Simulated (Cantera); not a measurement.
Cantera run, input and output.

```python
import numpy as np
import cantera as ct

surf = ct.Interface("diamond.yaml", "diamond_100")
gas, bulk = surf.adjacent["gas"], surf.adjacent["diamond"]
k = surf.kinetics_species_index(bulk.species_names[0])
cover = ["c6HH", "c6H*", "c6*H", "c6**", "c6HM", "c6B"]

rows, drift = [], 0.0
print(f"{'xCH3':>10s}{'um/h':>11s}" + "".join(f"{s:>11s}" for s in cover))
for v in [1e-06, 2.1e-06, 4.3e-06, 8.9e-06, 1.9e-05, 3.9e-05, 8e-05, 0.00017, 0.00034]:
    T, P, xH, xCH3 = 950, 11000, 0.001, v
    gas.TPX = T, P, {"H": xH, "CH3": xCH3, "CH4": 0.022, "H2": 1 - xH - xCH3 - 0.022}
    surf.TP = bulk.TP = T, P
    surf.coverages = "c6H*:0.1, c6HH:0.9"
    surf.advance_coverages(100.0)
    before = surf.coverages
    surf.advance_coverages(100.0)
    drift = max(drift, np.max(np.abs(surf.coverages - before) / (surf.coverages + 1e-9)))
    rate = surf.net_production_rates[k] * bulk.mean_molecular_weight / bulk.density * 3.6e9
    rows.append([rate, *surf[cover].coverages])
    print(f"{v:10.4g}{rate:11.4e}" + "".join(f"{x:11.3e}" for x in rows[-1][1:]))
```

Output:

```
      xCH3       um/h       c6HH       c6H*       c6*H       c6**       c6HM        c6B
     1e-06 4.3909e-02  6.448e-01  1.408e-02  3.339e-01  6.397e-03  6.488e-04  1.191e-10
   2.1e-06 9.2114e-02  6.442e-01  1.407e-02  3.336e-01  6.389e-03  1.361e-03  2.500e-10
   4.3e-06 1.8823e-01  6.430e-01  1.404e-02  3.330e-01  6.374e-03  2.781e-03  5.108e-10
   8.9e-06 3.8792e-01  6.405e-01  1.399e-02  3.317e-01  6.342e-03  5.732e-03  1.053e-09
   1.9e-05 8.2047e-01  6.352e-01  1.387e-02  3.288e-01  6.272e-03  1.212e-02  2.226e-09
   3.9e-05 1.6537e+00  6.250e-01  1.364e-02  3.234e-01  6.139e-03  2.444e-02  4.487e-09
     8e-05 3.2713e+00  6.051e-01  1.319e-02  3.128e-01  5.881e-03  4.834e-02  8.877e-09
   0.00017 6.4477e+00  5.661e-01  1.231e-02  2.920e-01  5.377e-03  9.531e-02  1.750e-08
   0.00034 1.1346e+01  5.058e-01  1.096e-02  2.598e-01  4.606e-03  1.678e-01  3.079e-08
```

Cantera simulation using the Harris–Goodwin 1993 mechanism for the reconstructed diamond (100) surface; the numbers are that mechanism's predictions, not measurements.
